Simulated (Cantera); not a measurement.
A freely propagating, adiabatic, planar premixed flame of 4.26 % CH4, 4.68 % C2H6, 19.1 % O2, 71.9 % N2, equivalence ratio 1.3, unburnt at 325 K and 120000 Pa; mixture-averaged transport, grid criteria slope 0.08 and curve 0.16, no radiation.

Model: GRI-Mech 3.0 (53 species, 325 reactions), integrated in Cantera. Burning velocities carry a grid error of a few per cent, more on coarse grids.

Question: Predict: laminar burning velocity; thermal thickness; peak x(HCN).

Answer: 
```json
{
 "laminar_burning_velocity": "35.0 cm/s",
 "thermal_thickness": "0.391 mm",
 "peak x(HCN)": "2.60e-5"
}
```
